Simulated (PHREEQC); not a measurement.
0.018 g of hydrous ferric oxide (600 m²/g; 0.2 weak and 0.005 strong sites per Fe, Dzombak-Morel constants, diffuse double layer) in 1 kg of water with 0.1 mol/kgw of an inert sodium salt and 0.0002 mmol/kgw Na2SeO4, at 25 °C; the pH is set by adding NaOH or the inert anion's acid. Oxygen is held at 0.21 atm. The system is closed to CO2. No solid was allowed to form.

Base run: PHREEQC, ion-association model, wateq4f.dat. Each further column changes one thing. The table gives Se sorbed (%).

| pH | base | background salt from 0.1 to 0.01 mol/kgw | oxide from 0.018 to 0.09 g/kgw | 7.8e-05 mol/kgw H3BO3 added |
|---|---|---|---|---|
| 3 | 85.3 | 99.8 | ___ | 85.3 |
| 3.67 | 83.6 | 99.7 | 96.3 | 83.6 |
| 4.33 | 75.7 | 99.0 | 94.1 | 75.7 |
| 5 | 53.2 | 94.6 | 85.2 | 53.1 |
| 5.67 | 20.5 | ___ | 56.4 | 20.5 |
| 6.33 | 4.0 | 17.9 | ___ | 4.0 |
| 7 | 0.5 | 1.5 | 2.3 | 0.5 |
| 7.67 | 0.0 | ___ | 0.2 | 0.0 |
| 8.33 | 0.0 | 0.0 | 0.0 | 0.0 |
| 9 | 0.0 | 0.0 | 0.0 | 0.0 |
| 9.67 | 0.0 | 0.0 | 0.0 | 0.0 |
| 10.33 | 0.0 | 0.0 | 0.0 | 0.0 |
| 11 | 0.0 | 0.0 | 0.0 | 0.0 |

Some entries are withheld; supply them.


- 3, oxide from 0.018 to 0.09 g/kgw: 96.8
- 5.67, background salt from 0.1 to 0.01 mol/kgw: 69.1
- 6.33, oxide from 0.018 to 0.09 g/kgw: 17.1
- 7.67, background salt from 0.1 to 0.01 mol/kgw: 0.1

The oxide is taken as insoluble; below pH 4 it would dissolve.
